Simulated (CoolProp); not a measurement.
Vapour-liquid equilibrium of propane (1) + neopentane (2) at 0.593 MPa; x and y are mole fractions of (1).

The numbers come from the multi-fluid Helmholtz-energy mixture model, Lemmon 2009 and Lemmon 2006; pair parameters Bell 2016 in CoolProp.

```
x     bubble temperature (K)  y at the bubble point  dew temperature at overall composition x (K)  liquid density (mol/L)
----  ----------------------  ---------------------  --------------------------------------------  ----------------------
0.05                   340.2                  0.110                                         342.1                   7.512
0.15                   333.9                  0.301                                         339.0                   7.881
0.25                   327.7                  0.464                                         335.7                   8.270
0.35                   321.3                  0.606                                         332.1                   8.684
0.45                   314.6                  0.728                                         328.3                   9.126
0.55                   307.6                  0.825                                         324.0                   9.595
0.65                   300.5                  0.899                                         319.0                   10.08
0.75                   293.8                  0.948                                         313.1                   10.58
0.85                   287.7                  0.979                                         305.4                   11.08
0.95                   282.7                  0.995                                         293.5                   11.54
```

No azeotrope shows between x = 0.05 and 0.95.

Pair parameters are fitted to limited data, so mixtures are less certain than the pure fluids.
